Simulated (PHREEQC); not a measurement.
0.024 g of hydrous ferric oxide (600 m²/g; 0.2 weak and 0.005 strong sites per Fe, Dzombak-Morel constants, diffuse double layer) in 1 kg of water with 0.01 mol/kgw of an inert sodium salt and 0.00065 mmol/kgw SrCl2 and 0.00052 mmol/kgw H3BO3, at 25 °C; the pH is set by adding NaOH or the inert anion's acid. O2 is buffered at 0.21 atm. CO2 from the air is kept out. No solid was allowed to form.

Base run: PHREEQC, ion-association model, wateq4f.dat. Each further column changes one thing. The table gives Sr sorbed (%).

```json
[
 {"pH": "4", "base": "0.0", "no electrostatic term (-no_edl)": "0.0", "background salt from 0.01 to 0.001 mol/kgw": "0.0", "oxide from 0.024 to 0.12 g/kgw": "0.0"},
 {"pH": "4.5", "base": "0.0", "no electrostatic term (-no_edl)": "0.0", "background salt from 0.01 to 0.001 mol/kgw": "0.0", "oxide from 0.024 to 0.12 g/kgw": "0.0"},
 {"pH": "5", "base": "0.0", "no electrostatic term (-no_edl)": "0.0", "background salt from 0.01 to 0.001 mol/kgw": "0.0", "oxide from 0.024 to 0.12 g/kgw": "0.0"},
 {"pH": "6", "base": "0.0", "no electrostatic term (-no_edl)": "0.4", "background salt from 0.01 to 0.001 mol/kgw": "0.0", "oxide from 0.024 to 0.12 g/kgw": "0.0"},
 {"pH": "6.5", "base": "0.0", "no electrostatic term (-no_edl)": "1.3", "background salt from 0.01 to 0.001 mol/kgw": "0.0", "oxide from 0.024 to 0.12 g/kgw": "0.0"},
 {"pH": "7", "base": "0.1", "no electrostatic term (-no_edl)": "3.0", "background salt from 0.01 to 0.001 mol/kgw": "0.1", "oxide from 0.024 to 0.12 g/kgw": "___"},
 {"pH": "7.5", "base": "0.5", "no electrostatic term (-no_edl)": "5.2", "background salt from 0.01 to 0.001 mol/kgw": "0.6", "oxide from 0.024 to 0.12 g/kgw": "2.5"},
 {"pH": "8.5", "base": "24.6", "no electrostatic term (-no_edl)": "6.1", "background salt from 0.01 to 0.001 mol/kgw": "30.4", "oxide from 0.024 to 0.12 g/kgw": "63.9"},
 {"pH": "9", "base": "66.3", "no electrostatic term (-no_edl)": "4.4", "background salt from 0.01 to 0.001 mol/kgw": "___", "oxide from 0.024 to 0.12 g/kgw": "93.4"},
 {"pH": "9.5", "base": "92.4", "no electrostatic term (-no_edl)": "2.5", "background salt from 0.01 to 0.001 mol/kgw": "95.5", "oxide from 0.024 to 0.12 g/kgw": "99.1"},
 {"pH": "10", "base": "98.7", "no electrostatic term (-no_edl)": "1.5", "background salt from 0.01 to 0.001 mol/kgw": "99.4", "oxide from 0.024 to 0.12 g/kgw": "99.9"},
 {"pH": "11", "base": "100.0", "no electrostatic term (-no_edl)": "1.6", "background salt from 0.01 to 0.001 mol/kgw": "100.0", "oxide from 0.024 to 0.12 g/kgw": "100.0"},
 {"pH": "11.5", "base": "100.0", "no electrostatic term (-no_edl)": "3.0", "background salt from 0.01 to 0.001 mol/kgw": "100.0", "oxide from 0.024 to 0.12 g/kgw": "100.0"},
 {"pH": "12", "base": "100.0", "no electrostatic term (-no_edl)": "___", "background salt from 0.01 to 0.001 mol/kgw": "100.0", "oxide from 0.024 to 0.12 g/kgw": "100.0"}
]
```

Some entries are withheld; supply them.


- 7, oxide from 0.024 to 0.12 g/kgw: 0.3
- 9, background salt from 0.01 to 0.001 mol/kgw: 74.2
- 12, no electrostatic term (-no_edl): 6.7
